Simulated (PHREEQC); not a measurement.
1 kg of water holding 0.26 mol NaCl and 0.046 mol NaOH is evaporated at 15 °C; the solids stay in contact with the brine. The system is closed to CO2. Solids allowed: Halite. Others were left out.

Model: Pitzer model, pitzer.dat, run in PHREEQC.

```
water left (kg)  ionic strength  water activity  Halite (mol)  Na in solution (mol/kgw)  Cl in solution (mol/kgw)
---------------  --------------  --------------  ------------  ------------------------  ------------------------
1                         0.306           0.990             0                     0.306                     0.260
0.5552                    0.551           0.982             0                     0.551                     0.468
0.375                     0.816           0.973             0                     0.816                     0.693
0.2082                     1.47           0.951             0                      1.47                      1.25
0.1156                     2.65           0.909             0                      2.65                      2.25
0.06418                    4.77           0.822             0                      4.77                      4.05
0.04335                    6.57           0.738        0.0210                      6.57                      5.51
0.02407                    6.95           0.721         0.139                      6.95                      5.04
0.01337                    7.65           0.682         0.204                      7.65                      4.21
0.00903                    8.43           0.629         0.230                      8.43                      3.33
0.005012                   10.6           0.449         0.253                      10.6                      1.47
```

Halite from water left = 0.04335 kg (pH 14.15).
